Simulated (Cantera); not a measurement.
An isothermal, constant-pressure homogeneous reactor starts with NH₃ : H₂ = 1 : 0.11 (molar parts), at 1775 K and 5900 Pa.

Detailed kinetics in Cantera: the gas-phase N/H chemistry of the illustrative SiF4/NH3 mechanism in the Surface Chemkin manual (1991). Walls and surfaces, which speed up NH3 decomposition in real reactors, are not modelled.

x: mole fraction; the columns are a selection and need not sum to one.

```json
[
 {"t (s)": "0.000700", "x NH₃": "0.901", "x H₂": "0.0991", "x NH₂": "4.72e-5", "x NH": "4.15e-8", "x N₂H₂": "…", "x N": "1.45e-10"},
 {"t (s)": "0.00195", "x NH₃": "0.901", "x H₂": "0.0992", "x NH₂": "0.000130", "x NH": "3.14e-7", "x N₂H₂": "…", "x N": "3.08e-9"},
 {"t (s)": "0.00542", "x NH₃": "0.900", "x H₂": "0.0994", "x NH₂": "0.000317", "x NH": "1.68e-6", "x N₂H₂": "…", "x N": "3.37e-8"},
 {"t (s)": "0.0151", "x NH₃": "0.898", "x H₂": "0.101", "x NH₂": "0.000425", "x NH": "2.86e-6", "x N₂H₂": "3.69e-6", "x N": "7.02e-8"},
 {"t (s)": "0.0420", "x NH₃": "0.892", "x H₂": "0.106", "x NH₂": "0.000425", "x NH": "2.90e-6", "x N₂H₂": "3.68e-6", "x N": "7.30e-8"},
 {"t (s)": "0.117", "x NH₃": "0.874", "x H₂": "0.119", "x NH₂": "0.000418", "x NH": "2.93e-6", "x N₂H₂": "3.55e-6", "x N": "7.80e-8"},
 {"t (s)": "0.325", "x NH₃": "0.827", "x H₂": "0.153", "x NH₂": "0.000401", "x NH": "3.00e-6", "x N₂H₂": "…", "x N": "8.92e-8"},
 {"t (s)": "0.904", "x NH₃": "0.714", "x H₂": "0.236", "x NH₂": "0.000362", "x NH": "3.05e-6", "x N₂H₂": "…", "x N": "1.08e-7"},
 {"t (s)": "2.52", "x NH₃": "0.497", "x H₂": "0.396", "x NH₂": "0.000285", "x NH": "2.89e-6", "x N₂H₂": "…", "x N": "1.30e-7"},
 {"t (s)": "7.00", "x NH₃": "0.225", "x H₂": "0.597", "x NH₂": "0.000167", "x NH": "2.29e-6", "x N₂H₂": "…", "x N": "1.42e-7"}
]
```

Q: Complete the blanks.

A: 
- 0.000700, x N₂H₂: 2.72e-8
- 0.00195, x N₂H₂: 2.59e-7
- 0.00542, x N₂H₂: 1.90e-6
- 0.325, x N₂H₂: 3.22e-6
- 0.904, x N₂H₂: 2.52e-6
- 2.52, x N₂H₂: 1.44e-6
- 7.00, x N₂H₂: 4.82e-7
